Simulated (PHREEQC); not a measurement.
Ca(OH)2 is added in steps, without added water, to 1 kg of water holding 0.17 mol/kgw H2SO4 and 0.012 mol/kgw Al2(SO4)3, at 40 °C. O2 is buffered at 0.21 atm. CO2 from the air is kept out. Solids allowed: Gypsum, Portlandite, Gibbsite, Basaluminite. Others were left out.

Base run: PHREEQC, ion-association model, wateq4f.dat. Each further column changes one thing. The table gives pH.

```
Ca(OH)2 added (mol)   base  diluted 100-fold with water  diluted 2-fold with water  H2SO4 from 0.17 to 0.153 mol/kgw  no solid may form
-------------------  -----  ---------------------------  -------------------------  --------------------------------  -----------------
0                     0.85                            …                       1.12                              0.90               0.85
0.0465                1.03                        11.93                       1.50                              1.09               1.07
0.093                 1.23                        11.93                       3.69                                 …               1.39
0.1395                1.62                        11.93                      11.85                              1.98               1.93
0.186                 3.60                        11.93                      11.85                              3.85                  …
0.2325               11.85                        11.93                      11.85                             11.85              11.75
0.279                11.85                        11.93                      11.85                             11.85                  …
0.341                11.85                        11.93                      11.85                             11.85              12.63
0.3875               11.85                        11.93                      11.85                             11.85                  …
0.434                11.85                        11.93                      11.85                             11.85              12.85
0.4805               11.85                        11.93                      11.85                             11.85              12.92
0.527                11.85                        11.93                      11.85                             11.85              12.98
0.5735               11.85                        11.93                      11.85                             11.85              13.03
0.62                 11.85                        11.93                      11.85                             11.85              13.08
```

Problem. Fill in the missing entries.

Solution. 
- 0, diluted 100-fold with water: 2.56
- 0.093, H2SO4 from 0.17 to 0.153 mol/kgw: 1.34
- 0.186, no solid may form: 5.67
- 0.279, no solid may form: 12.35
- 0.3875, no solid may form: 12.76

Away from 25 °C the constants follow the database's enthalpies or fits; those with neither stay at their 25 °C values. In at least one series the solution becomes supersaturated in solids that the run did not let form, among them Gypsum, Portlandite, Gibbsite, Basaluminite. The ionic strength passes 0.7 mol/kgw, the rough limit of the ion-association models, in part of: no solid may form.
